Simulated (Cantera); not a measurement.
An isothermal, constant-pressure homogeneous reactor starts with CH₃OH : O₂ : N₂ = 0.004 : 0.014 : 1 (molar parts), at 1373 K and 9.87 atm. Integrator tolerance rtol = 1e-08.

Computed with Cantera and GRI-Mech 3.0 (53 species, 325 reactions). GRI-Mech 3.0 was tuned for natural gas; its chemistry of methanol as a main component is partial and can be far from experiment.

What does this change do: O2 0.014 to 0.0015 parts?


| quantity | before | after |
|---|---|---|
| x(CH₃OH) at 20.0 s | <1e-12 (gas-phase equilibrium <1e-12) | 1.05e-11 (gas-phase equilibrium <1e-12) |
| x(O₂) at 20.0 s | 0.00784 (gas-phase equilibrium 0.00778) | <1e-12 (gas-phase equilibrium <1e-12) |
| x(OH) at 20.0 s | 1.62e-6 (gas-phase equilibrium 1.62e-6) | 5.91e-10 (gas-phase equilibrium 5.83e-10) |
| x(NO) at 20.0 s | 2.36e-7 (gas-phase equilibrium 0.000134) | 9.89e-12 (gas-phase equilibrium 5.92e-11) |
| x(CH₂O) at 20.0 s | <1e-12 (gas-phase equilibrium <1e-12) | 9.43e-11 (gas-phase equilibrium 8.42e-11) |
| x(NO₂) at 20.0 s | 1.18e-9 (gas-phase equilibrium 6.65e-7) | <1e-12 (gas-phase equilibrium <1e-12) |

What does this change do: CH3OH 0.004 to 0.038 parts?


| quantity | before | after |
|---|---|---|
| x(CH₃OH) at 20.0 s | <1e-12 (gas-phase equilibrium <1e-12) | 7.10e-11 (gas-phase equilibrium 6.12e-12) |
| x(O₂) at 20.0 s | 0.00784 (gas-phase equilibrium 0.00778) | <1e-12 (gas-phase equilibrium <1e-12) |
| x(OH) at 20.0 s | 1.62e-6 (gas-phase equilibrium 1.62e-6) | 1.69e-9 (gas-phase equilibrium 1.68e-9) |
| x(NO) at 20.0 s | 2.36e-7 (gas-phase equilibrium 0.000134) | <1e-12 (gas-phase equilibrium 5.51e-11) |
| x(CH₂O) at 20.0 s | <1e-12 (gas-phase equilibrium <1e-12) | 6.34e-9 (gas-phase equilibrium 6.34e-9) |
| x(NO₂) at 20.0 s | 1.18e-9 (gas-phase equilibrium 6.65e-7) | <1e-12 (gas-phase equilibrium <1e-12) |

What does this change do: temperature 1373 to 1250 K?


```csv
quantity,before,after
x(CH₃OH) at 20.0 s,<1e-12 (gas-phase equilibrium <1e-12),<1e-12 (gas-phase equilibrium <1e-12)
x(O₂) at 20.0 s,0.00784 (gas-phase equilibrium 0.00778),0.00784 (gas-phase equilibrium 0.00781)
x(OH) at 20.0 s,1.62e-6 (gas-phase equilibrium 1.62e-6),3.99e-7 (gas-phase equilibrium 3.99e-7)
x(NO) at 20.0 s,2.36e-7 (gas-phase equilibrium 0.000134),3.06e-8 (gas-phase equilibrium 6.10e-5)
x(CH₂O) at 20.0 s,<1e-12 (gas-phase equilibrium <1e-12),<1e-12 (gas-phase equilibrium <1e-12)
x(NO₂) at 20.0 s,1.18e-9 (gas-phase equilibrium 6.65e-7),2.50e-10 (gas-phase equilibrium 4.98e-7)
```
